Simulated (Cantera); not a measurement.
A perfectly stirred reactor is fed with 27.8 % C₂H₆, 72.2 % N₂, at 2670 Pa; it is held at 1575 K, and followed from long to short residence time.

Detailed kinetics in Cantera: GRI-Mech 3.0 (53 species, 325 reactions). GRI-Mech 3.0 stops at C3 and has no aromatics, soot or wall deposition, so with more carbon than oxygen in the feed, carbon stays in small species such as C2H2 where larger ones or solid carbon would form. Radical loss at walls, strong at low pressure, is not modelled.

x: mole fraction; the columns are a selection and need not sum to one.

| τ (s) | x C₂H₆ | x C₂H₂ | x C₂H₄ | x CH₂ | x CH₃ | x HCN |
|---|---|---|---|---|---|---|
| 0.80 | 0.000240 | 0.164 | 0.00171 | 7.58e-7 | 0.000904 | ___ |
| 0.34 | 0.000524 | 0.159 | 0.00327 | 1.19e-6 | 0.00135 | ___ |
| 0.15 | 0.00111 | 0.152 | 0.00619 | 1.79e-6 | 0.00196 | ___ |
| 0.063 | 0.00245 | 0.141 | 0.0120 | 2.73e-6 | 0.00290 | ___ |
| 0.027 | 0.00533 | 0.126 | 0.0220 | 4.07e-6 | 0.00423 | ___ |
| 0.012 | 0.0112 | 0.106 | 0.0371 | 5.93e-6 | 0.00607 | ___ |
| 0.0049 | 0.0254 | 0.0776 | 0.0588 | 8.82e-6 | 0.00900 | ___ |
| 0.0021 | 0.0530 | 0.0473 | 0.0764 | 1.22e-5 | 0.0127 | ___ |

Some entries are withheld; supply them.


- 0.80, x HCN: 1.60e-6
- 0.34, x HCN: 1.20e-6
- 0.15, x HCN: 8.84e-7
- 0.063, x HCN: 6.32e-7
- 0.027, x HCN: 4.54e-7
- 0.012, x HCN: 3.33e-7
- 0.0049, x HCN: 2.38e-7
- 0.0021, x HCN: 1.71e-7
